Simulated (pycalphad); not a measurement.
CALPHAD calculation (pycalphad, COST 507 light-alloy database (1999)), 1 atm. The data set is of 1999 and partly superseded. Diffusion is slow at the low end, where real alloys seldom reach equilibrium.

Molar enthalpy of Ti-5.8B (at.%) in equilibrium (SER reference):

```
T (°C)  H (kJ/mol)    phases
------  ----------  --------
2577        105.04    liquid
2457         99.59    liquid
2337         94.13    liquid
2217         88.68    liquid
2097         83.23    liquid
1977         77.78    liquid
1857         72.33    liquid
1737         66.88    liquid
1617         61.43    liquid
1577         59.63    liquid
1537         40.51  bcc + BM
1497         39.09  bcc + BM
1377         34.96  bcc + BM
1257         31.00  bcc + BM
1137         27.19  bcc + BM
1017         23.51  bcc + BM
897          19.92  bcc + BM
777          12.30  hcp + BM
657           8.41  hcp + BM
537           4.67  hcp + BM
417           1.05  hcp + BM
297          -2.42  hcp + BM
```

Cooling from 1577 °C to 1537 °C, across the freezing range, releases 19.1 kJ/mol, or 418 J/g. The slope is 45 J/(mol K) in the liquid and 35 J/(mol K) just below the solidus, where it includes any heat of precipitation. Liquidus 1557 °C, solidus 1541 °C. Changes were sought between steps of 40 K, so a narrower field can be missed.

Database names, with the compositions (at.%) that they take in these runs: BM: Ti 50 B 50.
